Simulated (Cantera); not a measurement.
Charge: 1 mol Si3N4, 0.72 mol CO2, 6.2 mol N2, equilibrated at 1323 K.

Cantera equilibrium calculation (NASA polynomials, part measured and part estimated; ideal gas, pure solids and liquids). Candidate condensed phases: C, Si, SiC, SiO2, Si2N2O, Si3N4; 34 gas species. Mutual solubility and eutectic melting of coexisting phases are not modelled. Kinetics and transport are ignored.

### Question
Which condensed phases are stable at each of these points (P (Pa)): 0.100, 0.750, 5.60, 42, 320, 2400, 18000, 130000, 1000000?

### Answer
```csv
P (Pa),condensed phases,Si condensed (%)
0.100,SiC(s) + Si2N2O(s),91.2
0.750,SiC(s) + Si2N2O(s),99.3
5.60,SiC(s) + Si2N2O(s),100.0
42,C(graphite) + SiC(s) + Si2N2O(s),100.0
320,C(graphite) + SiC(s) + Si2N2O(s),100.0
2400,C(graphite) + Si2N2O(s) + Si3N4(s),100.0
18000,C(graphite) + Si2N2O(s) + Si3N4(s),100.0
130000,C(graphite) + Si2N2O(s) + Si3N4(s),100.0
1000000,C(graphite) + Si2N2O(s) + Si3N4(s),100.0
```

From 1.00e-6 bar to 5.60e-5 bar the condensed part is SiC(s) + Si2N2O(s). From 0.000420 bar to 0.00320 bar the condensed part is C(graphite) + SiC(s) + Si2N2O(s). From 0.0240 bar to 10.0 bar the condensed part is C(graphite) + Si2N2O(s) + Si3N4(s).
